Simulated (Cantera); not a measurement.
Charge: 1 mol PbO, 1.6 mol O2, 19 mol H2, equilibrated at 550 °C and 1.33 mbar.

Method: chemical equilibrium by Gibbs-energy minimisation in Cantera with the NASA 1993 tables (ideal gas, pure condensed phases). Candidate condensed phases: H2O, Pb, PbO, PbO2, Pb3O4; 12 gas species. Equilibrium is a limit: real reactors are often held back by kinetics, nucleation or transport.

Base state: H2 0.779, H2O 0.221, Pb 0.000101 (mole fractions); condensed: Pb(l).

Question: What changes in the equilibrium state with this change: O2 from 1.6 to 0.031 mol?

Answer: 
```json
[
 {"species": "H2", "before": "0.779", "after": "0.944"},
 {"species": "H2O", "before": "0.221", "after": "0.0559"},
 {"species": "Pb", "before": "0.000101", "after": "0.000101"},
 {"species": "Pb(l), mol", "before": "0.998", "after": "0.998"}
]
```
